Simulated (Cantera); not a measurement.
A perfectly stirred reactor is fed with NO : N₂ = 1 : 12 (molar parts), at 638 Torr; it is held at 1800 K, and followed from long to short residence time.

Model: GRI-Mech 3.0 (53 species, 325 reactions), integrated in Cantera.

```json
[
 {"quantity": "x(NO) at τ = 3.30 s", "before": "0.0689", "after": "0.124"},
 {"quantity": "x(O₂) at τ = 3.30 s", "before": "0.00397", "after": "0.0126"},
 {"quantity": "x(O) at τ = 3.30 s", "before": "9.29e-6", "after": "1.59e-5"},
 {"quantity": "x(NO₂) at τ = 3.30 s", "before": "2.39e-5", "after": "7.33e-5"},
 {"quantity": "x(N₂O) at τ = 3.30 s", "before": "2.03e-6", "after": "6.41e-6"},
 {"quantity": "x(NO) at τ = 15.0 ms", "before": "0.0769", "after": "0.149"},
 {"quantity": "x(O₂) at τ = 15.0 ms", "before": "1.19e-5", "after": "5.03e-5"},
 {"quantity": "x(O) at τ = 15.0 ms", "before": "3.26e-6", "after": "5.02e-6"},
 {"quantity": "x(NO₂) at τ = 15.0 ms", "before": "8.96e-6", "after": "2.63e-5"},
 {"quantity": "x(N₂O) at τ = 15.0 ms", "before": "2.20e-6", "after": "8.19e-6"}
]
```

Q: Name the change that produced these shifts.
(A) N2 12 to 17 parts
(B) N2 12 to 82 parts
(C) NO 1 to 2.1 parts
(D) temperature 1800 to 2175 K

A: C, NO 1 to 2.1 parts
